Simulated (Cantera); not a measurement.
A perfectly stirred reactor is fed with 4.87 % CH4, 16.5 % O2, 61.8 % N2, 16.6 % H2O, 0.248 % CO2, at 248 Torr; it is adiabatic with a 375 K inlet, and is followed from long to short residence time, starting on the burning branch (τ in s: 0.13, 0.058, 0.027, 0.012, 0.0056, 0.0026, 0.0012, 0.00054, 0.00025, 0.00011, 5.1e-05, 2.4e-05).

Cantera simulation using GRI-Mech 3.0 (53 species, 325 reactions); the numbers are that mechanism's predictions, not measurements.

x: mole fraction; the columns are a selection and need not sum to one.

```tsv
τ (s)	T (K)	x CH4	x O2	x H2O	x NO	x HCO	x CH2O
0.13	1466	3.58e-5	0.0678	0.262	6.70e-7	[?]	2.81e-6
0.058	1460	6.08e-5	0.0680	0.261	6.37e-7	[?]	4.95e-6
0.027	1450	0.000102	0.0684	0.261	6.48e-7	[?]	8.46e-6
0.012	1433	0.000184	0.0692	0.260	6.86e-7	[?]	1.51e-5
0.0056	1407	0.000347	0.0707	0.258	6.75e-7	[?]	2.71e-5
0.0026	1354	0.000839	0.0744	0.255	4.58e-7	[?]	5.83e-5
0.0012	375	0.0487	0.165	0.166	<1e-12	<1e-12	<1e-12
0.00054	375	0.0487	0.165	0.166	<1e-12	<1e-12	<1e-12
0.00025	375	0.0487	0.165	0.166	<1e-12	<1e-12	<1e-12
0.00011	375	0.0487	0.165	0.166	<1e-12	<1e-12	<1e-12
5.1e-5	375	0.0487	0.165	0.166	<1e-12	<1e-12	<1e-12
2.4e-5	375	0.0487	0.165	0.166	<1e-12	<1e-12	<1e-12
```

### Question
Complete the blanks.

### Answer

- 0.13, x HCO: 3.34e-8
- 0.058, x HCO: 7.81e-8
- 0.027, x HCO: 1.74e-7
- 0.012, x HCO: 4.08e-7
- 0.0056, x HCO: 9.02e-7
- 0.0026, x HCO: 2.00e-6
